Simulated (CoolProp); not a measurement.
Aqueous methanol as a coolant, at -13 °C, 1 atm.

Computed with CoolProp (Melinder's fits for secondary coolants).

```json
[
 {"mass %": "24", "freezing point (°C)": "-19.1", "cp (kJ/(kg K))": "3.909", "density (kg/m³)": "971.0", "conductivity (W/(m K))": "0.432", "viscosity (mPa s)": "6.20"},
 {"mass %": "29.6", "freezing point (°C)": "-25.2", "cp (kJ/(kg K))": "3.767", "density (kg/m³)": "965.3", "conductivity (W/(m K))": "0.409", "viscosity (mPa s)": "6.50"},
 {"mass %": "35.2", "freezing point (°C)": "-32.1", "cp (kJ/(kg K))": "3.637", "density (kg/m³)": "958.8", "conductivity (W/(m K))": "0.387", "viscosity (mPa s)": "6.52"},
 {"mass %": "40.8", "freezing point (°C)": "-39.9", "cp (kJ/(kg K))": "3.514", "density (kg/m³)": "951.3", "conductivity (W/(m K))": "0.367", "viscosity (mPa s)": "6.28"},
 {"mass %": "46.4", "freezing point (°C)": "-48.5", "cp (kJ/(kg K))": "3.389", "density (kg/m³)": "942.7", "conductivity (W/(m K))": "0.348", "viscosity (mPa s)": "5.85"},
 {"mass %": "52", "freezing point (°C)": "-58.0", "cp (kJ/(kg K))": "3.258", "density (kg/m³)": "933.2", "conductivity (W/(m K))": "0.330", "viscosity (mPa s)": "5.32"},
 {"mass %": "57.6", "freezing point (°C)": "-68.3", "cp (kJ/(kg K))": "3.120", "density (kg/m³)": "922.9", "conductivity (W/(m K))": "0.313", "viscosity (mPa s)": "4.76"}
]
```
